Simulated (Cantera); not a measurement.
## SiHCl3 + Cl2 + H2 + HCl (silicon epitaxy and polysilicon growth)

Input: 1 mol SiHCl3, 0.007 mol Cl2, 49 mol H2, 0.16 mol HCl, held at 950 °C.

Equilibrium computed with Cantera from the NASA thermochemical tables; the gas is ideal and each condensed phase is pure. Candidate condensed phases: Si; 19 gas species. The tables' values for SiCl3 are old estimates; treat these amounts as uncertain. Rates play no part.

| P (Pa) | x H2 | x HCl | x SiCl2 | x SiHCl3 | x SiCl4 | x SiH2Cl2 | x SiCl3 | x SiH3Cl | n Si(s) |
|---|---|---|---|---|---|---|---|---|---|
| 100 | 0.945 | 0.0488 | 0.00612 | 3.75e-5 | 6.27e-5 | 2.99e-6 | 0.000219 | 6.56e-8 | 0.670 |
| 350 | 0.945 | 0.0479 | 0.00590 | 0.000124 | 0.000204 | 1.01e-5 | 0.000388 | 2.26e-7 | 0.661 |
| 1300 | 0.947 | 0.0457 | 0.00536 | 0.000400 | 0.000625 | 3.41e-5 | 0.000648 | 8.02e-7 | 0.639 |
| 4500 | 0.951 | 0.0415 | 0.00441 | 0.00104 | 0.00147 | 9.75e-5 | 0.000901 | 2.53e-6 | 0.596 |
| 16000 | 0.955 | 0.0352 | 0.00315 | 0.00223 | 0.00266 | 0.000249 | 0.00103 | 7.66e-6 | 0.526 |
| 56000 | 0.961 | 0.0280 | 0.00199 | 0.00392 | 0.00370 | 0.000553 | 0.000961 | 2.15e-5 | 0.435 |
| 200000 | 0.966 | 0.0211 | 0.00112 | 0.00596 | 0.00422 | 0.00112 | 0.000772 | 5.81e-5 | 0.329 |
x: gas mole fraction; n: condensed amount in mol.

From 1.00 mbar to 2.00 bar the condensed part is Si(s). The main Si-bearing gas is SiCl2 at 1.00 mbar and SiHCl3 at 2.00 bar. The share of Si in condensed phases is highest at 1.00 mbar (67.0 %) and lowest at 2.00 bar (32.9 %).
